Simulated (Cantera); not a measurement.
What does this Cantera script print?

```python
import numpy as np
import cantera as ct

gas_names = [...]  # 123 gases of nasa_gas.yaml made of C, H, O, Si
cond_names = """
    C(gr) C6H6(L) C7H8(L) C8H18(L),n-octa H2O(s) H2O(L) Si(cr) Si(L) SiC(b) SiO2(Lqz) SiO2(hqz) SiO2(L)
""".split()


# ... load() reads the species with a 1 bar reference pressure and builds the phases ...
atoms = {
    'HMDSO': {'Si': 2, 'C': 6, 'H': 18, 'O': 1},
    'H2O': {'H': 2, 'O': 1},
    'O3': {'O': 3},
}
top_T = {'C(gr)': 4500, 'SiC(b)': 3050}  # K; cautious upper limits of use, not melting points


# ... equilibrate(T, P, feed) seeds the gas with the atoms and calls Mixture.equilibrate('TP', solver="vcs", rtol=1e-11, max_steps=5000) ...
results = []
feed = {'HMDSO': 1, 'H2O': 0.22, 'O3': 0.61}  # mol
P = 16  # Pa
for T in [1673, 1748, 1823, 1898, 1973, 2048, 2123]:
    mix = equilibrate(T, P, feed)
    results.append((T, P, feed, dict(zip(mix.species_names, mix.species_moles))))

top = {s: max(r[3][s] / sum(r[3][g] for g in gas_names) for r in results) for s in gas_names}
cols = sorted((s for s in top if top[s] > 1e-05), key=lambda s: -top[s])[:9]
seen = [c for c in cond_names if any(r[3].get(c, 0) > 1e-12 for r in results)]
print("log10 of partial pressures in bar; condensed amounts in mol")
print(f"{'T/K':>10s}" + "".join(f"{s[:9]:>10s}" for s in cols + seen))
for T, P, feed, n in results:
    ng = sum(n[g] for g in gas_names)
    print(f"{T:10.4g}" + "".join(f"{np.log10(max(n[s] / ng * P / 1e5, 1e-99)):10.3f}" for s in cols)
          + "".join(f"{n.get(c, 0):10.4g}" for c in seen))
```

Result:

```
log10 of partial pressures in bar; condensed amounts in mol
       T/K        H2        CO         H        Si      SiC2      Si2C       SiO C2H2,acet       SiH     C(gr)    SiC(b)
      1673    -3.924    -4.404    -5.906    -8.253   -10.437   -10.544    -6.830    -8.168    -9.987    0.9722     1.988
      1748    -3.928    -4.406    -5.605    -7.562    -9.534    -9.659    -6.728    -7.875    -9.402     0.979     1.983
      1823    -3.935    -4.410    -5.331    -6.928    -8.706    -8.849    -6.637    -7.610    -8.867    0.9914     1.972
      1898    -3.949    -4.416    -5.081    -6.344    -7.946    -8.105    -6.556    -7.373    -8.378     1.023      1.94
      1973    -3.972    -4.428    -4.856    -5.806    -7.244    -7.418    -6.487    -7.165    -7.932     1.118     1.835
      2048    -4.014    -4.452    -4.657    -5.307    -6.596    -6.784    -6.436    -6.994    -7.531     1.412     1.495
      2123    -4.097    -4.503    -4.494    -4.845    -5.994    -6.195    -6.417    -6.878    -7.180     2.343    0.3623
```

Equilibrium computed with Cantera from the NASA thermochemical tables; the gas is ideal and each condensed phase is pure. The feed counts by its element totals alone.
